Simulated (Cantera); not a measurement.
Source: NASA polynomial tables (part measured, part estimated), evaluated in Cantera. Values are per mole of reaction as written; species without (g) are pure solids or liquids, kept so even where they would boil at 1 bar. ZrN: taken at fixed stoichiometry.

ZrO₂(g) + 3 H(g) + NO(g) → ZrN + 3 OH(g)

| T (K) | ΔH° (kJ) | ΔS° (J/K) | ΔG° (kJ) | log10 K |
|---|---|---|---|---|
| 350 | -706.7 | -239.8 | -622.8 | 92.94 |
| 400 | -707.1 | -240.9 | -610.7 | 79.75 |
| 450 | … | … | … | … |
| 500 | -708.0 | -242.9 | -586.6 | 61.28 |
| 550 | -708.5 | -243.8 | -574.4 | 54.55 |
| 600 | … | … | … | … |
| 650 | -709.4 | -245.4 | -549.9 | 44.19 |

Task: Some entries are withheld; supply them.

Result: 
- 450, ΔH° (kJ): -707.6
- 450, ΔS° (J/K): -242.0
- 450, ΔG° (kJ): -598.7
- 450, log10 K: 69.49
- 600, ΔH° (kJ): -708.9
- 600, ΔS° (J/K): -244.6
- 600, ΔG° (kJ): -562.2
- 600, log10 K: 48.94
